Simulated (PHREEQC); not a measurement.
# Metal-bearing waste water: speciation

A solution holds 0.0086 mol FeCl3, 0.00027 mol CuCl2 and 0.00069 mol NaCl per kg of water, at 86 °C. Closed to the air; pH follows from the charge balance.

The numbers come from PHREEQC with the ion-association model, wateq4f.dat.

No solid was allowed to form.

### Question
What pH, ionic strength does the model give?

### Answer
pH 2.16; ionic strength 0.0369 mol/kgw.

### Question
In which forms is Cu present?

### Answer
Cu+2 71 %, CuCl+ 28 % of the Cu.

Examples of supersaturated solids here: Hematite (slow to form), Goethite (slow to form). Others may be too. Complexes and solids missing from the database can't appear. Constants without temperature data keep their 25 °C values here.
